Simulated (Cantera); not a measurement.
## Adiabatic ignition

An adiabatic, constant-volume homogeneous reactor starts with CH4 : C2H6 : O2 : N2 : H2O = 1 : 0.15 : 1.33 : 5 : 0.24 (molar parts), equivalence ratio 1.9, at 1800 K and 10.0 bar.

Computed with Cantera and GRI-Mech 3.0 (53 species, 325 reactions). Above 3000 K some thermodynamic fits are extrapolated.

```json
[
 {"t (s)": "7.00e-6", "T (K)": "3100", "P (bar)": "20.2", "x CH4": "0.000171", "x C2H6": "8.50e-9", "x O2": "0.000200", "x C2H4": "9.19e-7", "x OH": "0.00577", "x CO2": "0.0178"},
 {"t (s)": "1.67e-5", "T (K)": "3074", "P (bar)": "20.1", "x CH4": "4.03e-10", "x C2H6": "<1e-12", "x O2": "0.000202", "x C2H4": "<1e-12", "x OH": "0.00631", "x CO2": "0.0183"},
 {"t (s)": "3.99e-5", "T (K)": "3072", "P (bar)": "20.1", "x CH4": "4.10e-10", "x C2H6": "<1e-12", "x O2": "0.000198", "x C2H4": "<1e-12", "x OH": "0.00626", "x CO2": "0.0183"},
 {"t (s)": "9.51e-5", "T (K)": "3071", "P (bar)": "20.1", "x CH4": "4.14e-10", "x C2H6": "<1e-12", "x O2": "0.000196", "x C2H4": "<1e-12", "x OH": "0.00622", "x CO2": "0.0182"},
 {"t (s)": "0.000227", "T (K)": "3070", "P (bar)": "20.1", "x CH4": "4.15e-10", "x C2H6": "<1e-12", "x O2": "0.000196", "x C2H4": "<1e-12", "x OH": "0.00622", "x CO2": "0.0182"},
 {"t (s)": "0.000542", "T (K)": "3070", "P (bar)": "20.1", "x CH4": "4.15e-10", "x C2H6": "<1e-12", "x O2": "0.000196", "x C2H4": "<1e-12", "x OH": "0.00622", "x CO2": "0.0182"},
 {"t (s)": "0.00129", "T (K)": "3070", "P (bar)": "20.1", "x CH4": "4.15e-10", "x C2H6": "<1e-12", "x O2": "0.000196", "x C2H4": "<1e-12", "x OH": "0.00622", "x CO2": "0.0182"},
 {"t (s)": "0.00308", "T (K)": "3070", "P (bar)": "20.1", "x CH4": "4.15e-10", "x C2H6": "<1e-12", "x O2": "0.000196", "x C2H4": "<1e-12", "x OH": "0.00622", "x CO2": "0.0182"},
 {"t (s)": "0.00736", "T (K)": "3070", "P (bar)": "20.1", "x CH4": "4.15e-10", "x C2H6": "<1e-12", "x O2": "0.000196", "x C2H4": "<1e-12", "x OH": "0.00622", "x CO2": "0.0182"},
 {"t (s)": "0.0176", "T (K)": "3070", "P (bar)": "20.1", "x CH4": "4.15e-10", "x C2H6": "<1e-12", "x O2": "0.000196", "x C2H4": "<1e-12", "x OH": "0.00622", "x CO2": "0.0182"},
 {"t (s)": "0.0419", "T (K)": "3070", "P (bar)": "20.1", "x CH4": "4.15e-10", "x C2H6": "<1e-12", "x O2": "0.000196", "x C2H4": "<1e-12", "x OH": "0.00622", "x CO2": "0.0182"},
 {"t (s)": "0.100", "T (K)": "3070", "P (bar)": "20.1", "x CH4": "4.15e-10", "x C2H6": "<1e-12", "x O2": "0.000196", "x C2H4": "<1e-12", "x OH": "0.00622", "x CO2": "0.0182"}
]
```
x: mole fraction; the columns are a selection and need not sum to one.

The time of steepest temperature rise is 6.27 µs and the temperature at 0.100 s is 3070 K. The equilibrium temperature is 3070 K, the x(CH4) at 0.100 s is 4.15e-10 (gas-phase equilibrium 4.68e-10) and the x(C2H6) at 0.100 s is <1e-12 (gas-phase equilibrium <1e-12). The x(O2) at 0.100 s is 0.000196 (gas-phase equilibrium 0.000196).
